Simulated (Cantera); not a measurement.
Feed: 1 mol B2O3, 7.4 mol NF3, 44 mol H2, equilibrated at 1575 °C and 0.100 bar.

Equilibrium computed with Cantera from the NASA thermochemical tables; the gas is ideal and each condensed phase is pure. The tables' values for BF2 are old estimates; treat these amounts as uncertain. The numbers say what is thermodynamically allowed, not how fast it happens.

```
species   before     after
-------  -------  --------
H2         0.551     0.472
HF         0.331     0.321
H        0.00125     0.101
H2O       0.0204    0.0150
BOF       0.0286    0.0309
N2        0.0621    0.0587
O        5.82e-9   3.86e-5
BHF2     3.29e-5   5.20e-9
BF3      0.00414   7.42e-7
F        1.58e-7   1.45e-5
BO       2.21e-6  0.000200
BO2      1.37e-7   1.07e-5
```
Gas species are given as mole fractions.

Problem. What was changed between the two runs?
A) pressure from 0.100 bar to 1.30e-5 bar
B) pressure from 0.100 bar to 0.0100 bar
C) temperature from 1575 °C to 502 °C
D) pressure from 0.100 bar to 0.430 bar

Solution. A, pressure from 0.100 bar to 1.30e-5 bar
